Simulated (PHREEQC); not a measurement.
Make-up at 20 °C: 0.078 mol/kgw FeSO4. Closed to the air; pH follows from the charge balance.

The numbers come from PHREEQC with the ion-association model, phreeqc.dat.

| quantity | before | after |
|---|---|---|
| pH | 5.92 | 5.38 |
| ionic strength (mol/kgw) | 0.180 | 0.136 |
| Fe+2 (mol/kgw) | 0.0451 | 0.0340 |
| SO4-2 (mol/kgw) | 0.0451 | 0.0340 |
| FeSO4 (mol/kgw) | 0.0329 | 0.0440 |
| FeOH+ (mol/kgw) | 3.73e-6 | 2.81e-5 |
| SI of Melanterite (FeSO4:7H2O) | -1.41 | -2.17 |

Question: Name the change that produced these shifts.
(A) FeSO4 from 0.078 to 0.039 mol/kgw
(B) temperature from 20 to 75 °C
(C) FeSO4 from 0.078 to 0.39 mol/kgw
(D) FeSO4 from 0.078 to 0.0156 mol/kgw
(E) diluted 10-fold with water

Answer: B, temperature from 20 to 75 °C

This is a speciation only: nothing precipitates in the calculation. Constants without temperature data keep their 25 °C values here.
